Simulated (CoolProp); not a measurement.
Vapour-liquid equilibrium of R152A (1) + isobutene (2) at 0.00364 MPa; x and y are mole fractions of (1).

The numbers come from the multi-fluid Helmholtz-energy mixture model, Outcalt 1996 and Lemmon 2005; pair parameters Bell 2016 in CoolProp.

```json
[
 {"x": "0.05", "bubble temperature, mixture model (°C)": "-74.1", "bubble temperature, Raoult's law (°C)": "-70.1", "y, mixture model": "0.336", "y, Raoult's law": "0.104"},
 {"x": "0.15", "bubble temperature, mixture model (°C)": "-78.5", "bubble temperature, Raoult's law (°C)": "-71.6", "y, mixture model": "(withheld)", "y, Raoult's law": "0.282"},
 {"x": "0.25", "bubble temperature, mixture model (°C)": "(withheld)", "bubble temperature, Raoult's law (°C)": "-72.9", "y, mixture model": "0.639", "y, Raoult's law": "0.426"},
 {"x": "0.35", "bubble temperature, mixture model (°C)": "(withheld)", "bubble temperature, Raoult's law (°C)": "-74.1", "y, mixture model": "0.672", "y, Raoult's law": "0.546"},
 {"x": "0.45", "bubble temperature, mixture model (°C)": "-81.1", "bubble temperature, Raoult's law (°C)": "-75.2", "y, mixture model": "(withheld)", "y, Raoult's law": "0.647"},
 {"x": "0.55", "bubble temperature, mixture model (°C)": "-81.2", "bubble temperature, Raoult's law (°C)": "-76.2", "y, mixture model": "0.702", "y, Raoult's law": "0.733"},
 {"x": "0.65", "bubble temperature, mixture model (°C)": "-81.3", "bubble temperature, Raoult's law (°C)": "-77.1", "y, mixture model": "(withheld)", "y, Raoult's law": "0.807"},
 {"x": "0.75", "bubble temperature, mixture model (°C)": "-81.3", "bubble temperature, Raoult's law (°C)": "-77.9", "y, mixture model": "(withheld)", "y, Raoult's law": "0.871"},
 {"x": "0.85", "bubble temperature, mixture model (°C)": "-81.2", "bubble temperature, Raoult's law (°C)": "-78.7", "y, mixture model": "0.792", "y, Raoult's law": "0.927"},
 {"x": "0.95", "bubble temperature, mixture model (°C)": "-80.6", "bubble temperature, Raoult's law (°C)": "-79.5", "y, mixture model": "(withheld)", "y, Raoult's law": "0.977"}
]
```

**Question.** Some entries are withheld; supply them.

**Answer.** 
- 0.15, y, mixture model: 0.563
- 0.25, bubble temperature, mixture model (°C): -80.1
- 0.35, bubble temperature, mixture model (°C): -80.8
- 0.45, y, mixture model: 0.689
- 0.65, y, mixture model: 0.717
- 0.75, y, mixture model: 0.742
- 0.95, y, mixture model: 0.900

The largest gap from Raoult's law is -7.2 K in bubble temperature, at x = 0.25. y crosses x between x = 0.65 and 0.75: the model has an azeotrope there.

The pair parameters rest on a limited set of measurements; away from them the model extrapolates.
